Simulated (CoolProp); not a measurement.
Ethanol along the isotherm 399.2 K: Z from the reference equation and from simpler models built on Tc = 514.7 K, pc = 6.268 MPa, ω = 0.644; each cubic takes its own stable root.

Values from CoolProp's reference Helmholtz-energy equation of state, Schroeder 2014.

| p (MPa) | phase | reference |
|---|---|---|
| 3.13 | liquid | 0.06313 |
| 6.27 | liquid | 0.1254 |
| 9.4 | liquid | 0.1867 |
| 12.5 | liquid | 0.2465 |
| 15.7 | liquid | 0.3076 |
| 18.8 | liquid | 0.3662 |
| 21.9 | liquid | 0.4242 |
| 25.1 | liquid | 0.4835 |
| 28.2 | liquid | 0.5405 |
| 31.3 | liquid | 0.5970 |

Problem. How far does each simpler model (van der Waals, Redlich-Kwong, Soave-Redlich-Kwong, Peng-Robinson) lie from the reference over these 10 states: mean and median of the absolute difference, and the worst?

Solution. 
- van der Waals: mean 79.9 %, median 78.5 %, worst +89.9 % at 399.2 K and 3.13 MPa
- Redlich-Kwong: mean 29.3 %, median 28.8 %, worst +33.4 % at 399.2 K and 3.13 MPa
- Soave-Redlich-Kwong: mean 20.1 %, median 20.1 %, worst +20.4 % at 399.2 K and 3.13 MPa
- Peng-Robinson: mean 6.6 %, median 6.6 %, worst +6.8 % at 399.2 K and 31.3 MPa
